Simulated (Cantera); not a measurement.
Input: 1 mol CH3SiH3, 0.11 mol C3H8, 260 mol H2, equilibrated at 6800 Pa.

Method: chemical equilibrium by Gibbs-energy minimisation in Cantera with the NASA 1993 tables (ideal gas, pure condensed phases). Candidate condensed phases: C, C6H6, C7H8, C8H18, Si, SiC; 87 gas species. The feed counts by its element totals alone. Gases not in the tables: Si2H6 and higher silanes. The numbers say what is thermodynamically allowed, not how fast it happens.

x: gas mole fraction; n: condensed amount in mol.

```
T (K)   x H2       x H      x Si  x C2H2 (acetylene)  n SiC(s)  n C(graphite)
-----  -----  --------  --------  ------------------  --------  -------------
1073   0.999   5.37e-8    <1e-12          (withheld)      1.00              0
1223   0.999   1.15e-6    <1e-12          (withheld)      1.00         0.0918
1373   1.000   1.28e-5  2.42e-11          (withheld)      1.00          0.239
1523   1.000   8.86e-5   2.11e-9          (withheld)     1.000          0.282
1673   0.999  0.000437   8.21e-8          (withheld)     1.000          0.278
1823   0.998   0.00166   1.74e-6          (withheld)     0.999          0.206
1973   0.994   0.00516   2.32e-5          (withheld)     0.991              0
2123   0.985    0.0137  0.000301          (withheld)     0.893              0
2273   0.964    0.0316   0.00204          (withheld)     0.257              0
2423   0.929    0.0655   0.00302          (withheld)         0              0
```

**Question.** Fill in the missing entries.

**Answer.** 
- 1073, x C2H2 (acetylene): 1.16e-9
- 1223, x C2H2 (acetylene): 1.56e-7
- 1373, x C2H2 (acetylene): 1.73e-6
- 1523, x C2H2 (acetylene): 1.18e-5
- 1673, x C2H2 (acetylene): 5.69e-5
- 1823, x C2H2 (acetylene): 0.000211
- 1973, x C2H2 (acetylene): 0.000623
- 2123, x C2H2 (acetylene): 0.000796
- 2273, x C2H2 (acetylene): 0.00178
- 2423, x C2H2 (acetylene): 0.00218
